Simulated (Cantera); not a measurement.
A closed system holds: 1 mol PbS, 0.51 mol H₂, held at 1275 K.

Method: chemical equilibrium by Gibbs-energy minimisation in Cantera with the NASA 1993 tables (ideal gas, pure condensed phases). Candidate condensed phases: Pb, PbS, S; 10 gas species. Mutual solubility and eutectic melting of coexisting phases are not modelled. Gases not in the tables: S₃ to S₇. Rates play no part.

x: gas mole fraction; n: condensed amount in mol.

```
P (Pa)    x H₂       x PbS        x Pb       x H₂S        x S₂        x SH  n Pb(l)  n PbS(s)
-------  -----  ----------  ----------  ----------  ----------  ----------  -------  --------
10       0.307       0.489       0.133     0.00991      0.0610    0.000774        0         0
68       0.308       0.560      0.0815      0.0186      0.0312    0.000555        0         0
460      0.304       0.600  (withheld)  (withheld)  (withheld)  (withheld)        0         0
3200     0.299       0.617      0.0433      0.0374     0.00285    0.000165        0         0
22000    0.793       0.109     0.00857      0.0888    0.000333     9.19e-5   0.0468     0.885
150000   0.884  (withheld)  (withheld)      0.0989  (withheld)  (withheld)   0.0508     0.940
1000000  0.897     0.00241    0.000189       0.100     7.32e-6     1.45e-5   0.0513     0.947
```

Some entries are withheld; supply them.


- 150000, x PbS: 0.0160
- 150000, x Pb: 0.00126
- 150000, x S₂: 4.88e-5
- 150000, x SH: 3.72e-5
- 460, x Pb: 0.0541
- 460, x H₂S: 0.0296
- 460, x S₂: 0.0121
- 460, x SH: 0.000343
